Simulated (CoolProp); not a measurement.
A simple Rankine cycle with n-butane: condensing at 310.15 K, boiler at 1.25 MPa, turbine inlet 378.3 K, turbine efficiency 0.6, pump efficiency 0.7, no recuperator. Each further row changes one setting.

The numbers come from the reference Helmholtz-energy equation of state, Bücker 2006 in CoolProp.

```tsv
case	thermal efficiency (%)	net work (kJ/kg)	heat in (kJ/kg)	turbine exit temperature (K)	volume ratio over the turbine
as stated	7.0	32.0	454	348.1	3.85
turbine inlet 398.3 K	7.0	35.0	502	369.9	3.76
condensing temperature 302.15 K	8.0	38.1	474	343.7	4.87
boiler pressure 0.875 MPa	5.3	24.8	468	358.5	2.58
turbine efficiency 0.5	5.8	26.3	454	351.0	3.89
```
